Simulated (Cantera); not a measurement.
An isothermal, constant-pressure homogeneous reactor starts with N2O : N2 = 1 : 0.19 (molar parts), at 1450 K and 20.0 Torr. Integrator tolerance rtol = 1e-08.

Detailed kinetics in Cantera: GRI-Mech 3.0 (53 species, 325 reactions). GRI-Mech 3.0 was tuned for natural gas; its chemistry of N2O as a main component is partial and can be far from experiment. Radical loss at walls, strong at low pressure, is not modelled. The temperature is held fixed by assumption; the heat of reaction is taken as removed at once.

Q: What does this change do: temperature 1450 to 1050 K?

A: 
| quantity | before | after |
|---|---|---|
| x(N2O) at 100 s | 4.48e-6 (gas-phase equilibrium 1.03e-8) | 0.769 (gas-phase equilibrium 7.21e-10) |
| x(NO2) at 100 s | 0.000137 (gas-phase equilibrium 1.30e-6) | 1.04e-6 (gas-phase equilibrium 4.44e-7) |
| x(NO) at 100 s | 0.129 (gas-phase equilibrium 0.00107) | 0.00265 (gas-phase equilibrium 5.96e-5) |
| x(O2) at 100 s | 0.231 (gas-phase equilibrium 0.295) | 0.0237 (gas-phase equilibrium 0.296) |
| x(N2) at 100 s | 0.640 (gas-phase equilibrium 0.704) | 0.204 (gas-phase equilibrium 0.704) |
| x(O) at 100 s | 6.00e-6 (gas-phase equilibrium 6.73e-6) | 1.24e-7 (gas-phase equilibrium 2.24e-9) |
The mechanism lacks the step 2 NO + O2 → 2 NO2, which can matter for NO2 below about 1400 K.
